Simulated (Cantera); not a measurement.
What does this Cantera script print?

```python
import numpy as np
import cantera as ct

surf = ct.Interface("diamond.yaml", "diamond_100")
gas, bulk = surf.adjacent["gas"], surf.adjacent["diamond"]
k = surf.kinetics_species_index(bulk.species_names[0])
cover = ["c6HH", "c6H*", "c6*H", "c6**", "c6HM", "c6B"]

rows, drift = [], 0.0
print(f"{'P':>10s}{'um/h':>11s}" + "".join(f"{s:>11s}" for s in cover))
for v in [1100, 1700, 2600, 4100, 6500, 10000, 16000, 25000]:
    T, P, xH, xCH3 = 950, v, 0.0012, 0.00086
    gas.TPX = T, P, {"H": xH, "CH3": xCH3, "CH4": 0.0038, "H2": 1 - xH - xCH3 - 0.0038}
    surf.TP = bulk.TP = T, P
    surf.coverages = "c6H*:0.1, c6HH:0.9"
    surf.advance_coverages(100.0)
    before = surf.coverages
    surf.advance_coverages(100.0)
    drift = max(drift, np.max(np.abs(surf.coverages - before) / (surf.coverages + 1e-9)))
    rate = surf.net_production_rates[k] * bulk.mean_molecular_weight / bulk.density * 3.6e9
    rows.append([rate, *surf[cover].coverages])
    print(f"{v:10.4g}{rate:11.4e}" + "".join(f"{x:11.3e}" for x in rows[-1][1:]))
```

Output:

```
         P       um/h       c6HH       c6H*       c6*H       c6**       c6HM        c6B
      1100 2.0576e+00  4.346e-01  9.355e-03  2.222e-01  3.657e-03  2.532e-01  5.584e-09
      1700 3.3050e+00  4.261e-01  9.166e-03  2.176e-01  3.583e-03  2.634e-01  8.968e-09
      2600 5.1843e+00  4.204e-01  9.039e-03  2.146e-01  3.533e-03  2.703e-01  1.407e-08
      4100 8.3230e+00  4.162e-01  8.948e-03  2.124e-01  3.496e-03  2.753e-01  2.259e-08
      6500 1.3350e+01  4.135e-01  8.890e-03  2.109e-01  3.473e-03  2.786e-01  3.623e-08
     1e+04 2.0684e+01  4.118e-01  8.858e-03  2.100e-01  3.459e-03  2.806e-01  5.613e-08
   1.6e+04 3.3259e+01  4.107e-01  8.840e-03  2.094e-01  3.449e-03  2.820e-01  9.025e-08
   2.5e+04 5.2128e+01  4.099e-01  8.837e-03  2.090e-01  3.444e-03  2.829e-01  1.415e-07
```

Detailed kinetics in Cantera: the Harris–Goodwin 1993 mechanism for the reconstructed diamond (100) surface.
